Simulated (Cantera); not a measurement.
Charge: 1 mol Zr, 0.24 mol O₂, 58 mol N₂, equilibrated at 2700 K and 1.20 Pa.

Cantera equilibrium calculation (NASA polynomials, part measured and part estimated; ideal gas, pure solids and liquids). Candidate condensed phases: Zr, ZrN, ZrO₂; 13 gas species. Equilibrium is a limit: real reactors are often held back by kinetics, nucleation or transport.

Base state: N₂ 0.982, Zr 0.00897, ZrO 0.00797, N 0.000465, O 0.000155 (mole fractions); condensed: gas only.

Question: What changes in the equilibrium state with this change: pressure from 1.20 Pa to 1000 Pa?

Answer: 
```
species        before     after
-----------  --------  --------
N₂              0.982     0.992
ZrO           0.00797   0.00791
ZrO₂          2.31e-6  0.000162
Zr            0.00897  0.000126
N            0.000465   1.62e-5
O            0.000155   1.31e-5
ZrN(s), mol         0     0.523
```
ZrN: taken at fixed stoichiometry.
